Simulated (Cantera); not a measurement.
Charge: 1 mol V₂O₃, 15 mol H₂, 0.56 mol H₂O, equilibrated at 750 Torr.

These are equilibrium values from Cantera (NASA tables, ideal gas, pure condensed phases), not measurements of a reactor. Candidate condensed phases: H₂O, V, VO, V₂O₃, V₂O₄, V₂O₅; 12 gas species. Mutual solubility and eutectic melting of coexisting phases are not modelled. VO: taken at fixed stoichiometry. Condensed phases not in the tables: the oxides between V₂O₃ and V₂O₅ other than VO₂. Kinetics and transport are ignored. All values below are at 2073 K.

Base state: H₂ 0.961, H₂O 0.0361, H 0.00258, VO₂ 3.94e-5, OH 1.10e-5 (mole fractions); condensed: VO(l) + V₂O₃(s).

### Question
What changes in the equilibrium state with this change: pressure from 750 Torr to 1.73 Torr?

### Answer
| species | before | after |
|---|---|---|
| H₂ | 0.961 | 0.895 |
| H | 0.00258 | 0.0519 |
| H₂O | 0.0361 | 0.0336 |
| VO₂ | 3.94e-5 | 0.0171 |
| VO | 5.67e-6 | 0.00246 |
| V | 8.24e-8 | 3.58e-5 |
| OH | 1.10e-5 | 0.000222 |
| VO(l), mol | 0.00625 | 0.221 |
| V₂O₃(s), mol | 0.997 | 0.729 |

### Question
What changes in the equilibrium state with this change: V₂O₃ replaced by Al₂O₃?

### Answer
```json
[
 {"species": "H₂", "before": "0.961", "after": "0.961"},
 {"species": "H₂O", "before": "0.0361", "after": "0.0359"},
 {"species": "H", "before": "0.00258", "after": "0.00258"},
 {"species": "VO₂", "before": "3.94e-5", "after": "0"},
 {"species": "OH", "before": "1.10e-5", "after": "1.10e-5"},
 {"species": "VO(l), mol", "before": "0.00625", "after": "0"},
 {"species": "V₂O₃(s), mol", "before": "0.997", "after": "0"},
 {"species": "Al₂O₃(s), mol", "before": "0", "after": "1.000"}
]
```
Gases not in the tables: Al(OH)₃. Further candidate phases: Al, Al₂O₃.
